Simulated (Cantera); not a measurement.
What does this Cantera script print?

```python
import numpy as np
import cantera as ct

gas = ct.Solution("gri30.yaml")
gas.TPX = 475, 560000, {'CH3OH': 1, 'O2': 1, 'N2': 3.5, 'CO2': 1.2}
flame = ct.FreeFlame(gas, width=0.012)
flame.set_refine_criteria(ratio=3, slope=0.08, curve=0.16)
flame.transport_model = "unity-Lewis-number"
flame.solve(loglevel=0, auto=True)
z, T = flame.grid, flame.T
thick = (T[-1] - T[0]) / np.gradient(T, z).max()
show = ['CH3OH', 'O2', 'CO2', 'NO', 'HCN', 'C2H4']
print(f"laminar burning velocity  {flame.velocity[0] * 100:.3f} cm/s")
print(f"burnt temperature         {T[-1]:.1f} K")
print(f"thermal thickness         {thick * 1e3:.4f} mm")
print(f"grid points               {len(z)}")
z0 = z[flame.heat_release_rate.argmax()]
print(f"{'z/mm':>9s}{'T/K':>9s}{'u/(m/s)':>9s}" + "".join(f"{s:>11s}" for s in show))
rows = []
for k in (-3, -2, -1.5, -1, -0.5, -0.25, 0, 0.25, 0.5, 1, 2, 4, 8):
    zz = z0 + k * thick
    rows.append([k * thick, np.interp(zz, z, T), np.interp(zz, z, flame.velocity),
                 *(np.interp(zz, z, flame.X[gas.species_index(s)]) for s in show)])
    print(f"{rows[-1][0] * 1e3:9.3f}{rows[-1][1]:9.1f}{rows[-1][2]:9.3f}" + "".join(f"{x:11.3e}" for x in rows[-1][3:]))
```

Output:

```
laminar burning velocity  17.337 cm/s
burnt temperature         1793.3 K
thermal thickness         0.1731 mm
grid points               130
     z/mm      T/K  u/(m/s)      CH3OH         O2        CO2         NO        HCN       C2H4
   -0.519    478.2    0.175  1.488e-01  1.489e-01  1.791e-01  9.047e-11  7.221e-10  3.237e-09
   -0.346    491.5    0.180  1.471e-01  1.473e-01  1.791e-01  5.452e-10  3.757e-09  1.684e-08
   -0.260    525.2    0.193  1.426e-01  1.434e-01  1.791e-01  2.213e-09  1.149e-08  5.149e-08
   -0.173    646.7    0.241  1.261e-01  1.289e-01  1.793e-01  1.680e-08  3.985e-08  1.786e-07
   -0.087   1013.9    0.398  7.470e-02  8.375e-02  1.796e-01  2.372e-07  1.283e-07  5.751e-07
   -0.043   1308.8    0.535  3.424e-02  4.800e-02  1.798e-01  9.084e-07  1.988e-07  8.875e-07
    0.000   1615.5    0.684  1.461e-03  1.417e-02  1.805e-01  2.360e-06  2.839e-07  9.862e-07
    0.043   1733.4    0.731  5.749e-07  2.468e-03  1.848e-01  3.074e-06  2.835e-07  4.645e-08
    0.087   1765.5    0.742  7.428e-08  6.278e-04  1.866e-01  3.331e-06  2.348e-07  1.997e-09
    0.173   1782.9    0.749  6.393e-09  1.086e-04  1.874e-01  3.457e-06  1.860e-07  1.423e-10
    0.346   1789.8    0.751  5.958e-10  1.586e-05  1.875e-01  3.483e-06  1.541e-07  4.987e-11
    0.692   1792.1    0.752  9.006e-11  2.318e-06  1.875e-01  3.440e-06  1.339e-07  2.889e-11
    1.385   1792.9    0.752  2.242e-11  3.642e-07  1.874e-01  3.345e-06  1.195e-07  2.021e-11
```

Detailed kinetics in Cantera: GRI-Mech 3.0 (53 species, 325 reactions). GRI-Mech 3.0 was tuned for natural gas; its chemistry of methanol as a main component is partial and can be far from experiment. Unity Lewis numbers drop preferential diffusion, which matters most where H2 and H carry the flame. Burning velocities carry a grid error of a few per cent, more on coarse grids.
